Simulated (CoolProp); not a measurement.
R115 at several states: density (kg/m³) from the reference equation and from simpler models built on Tc = 353.1 K, pc = 3.129 MPa, ω = 0.248; each cubic takes its own stable root.

Computed with CoolProp (reference Helmholtz-energy equation of state, Lemmon 2016).

```tsv
T (K)	p (MPa)	phase	reference
396.2	1.36	gas	71.13
425.7	5.6	supercritical	372.9
426.8	0.0156	gas	0.6796
194.6	0.403	liquid	1679
```

Q: How far does each simpler model (Redlich-Kwong, Soave-Redlich-Kwong, Peng-Robinson) lie from the reference over these 4 states: mean and median of the absolute difference, and the worst?

A: 
- Redlich-Kwong: mean 3.5 %, median 3.2 %, worst -7.6 % at 194.6 K and 0.403 MPa
- Soave-Redlich-Kwong: mean 2.6 %, median 2.5 %, worst -5.4 % at 194.6 K and 0.403 MPa
- Peng-Robinson: mean 2.1 %, median 0.9 %, worst +6.6 % at 194.6 K and 0.403 MPa
